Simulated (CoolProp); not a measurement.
20 sccm (0 °C, 1 atm) of nitrogen bubbles through liquid toluene at 296.2 K and leaves saturated at a total pressure of 0.0294 MPa (ideal gas phase). Each further row changes one setting.

Model: reference Helmholtz-energy equation of state, Lemmon 2006, in CoolProp. It is a short technical equation, of lower accuracy than the large ones.

| case | vapour pressure (kPa) | mole fraction of vapour | delivery (mg/min) | delivery (sccm) | change of delivery for a bath 1 K warmer (%) |
|---|---|---|---|---|---|
| as stated | 3.43 | 0.117 | 10.9 | 2.64 | 6.1 |
| bath temperature 301.2 K | 4.44 | 0.151 | 14.6 | 3.56 | 6.1 |
| total pressure 0.0588 MPa | 3.43 | 0.0584 | 5.10 | 1.24 | 5.7 |
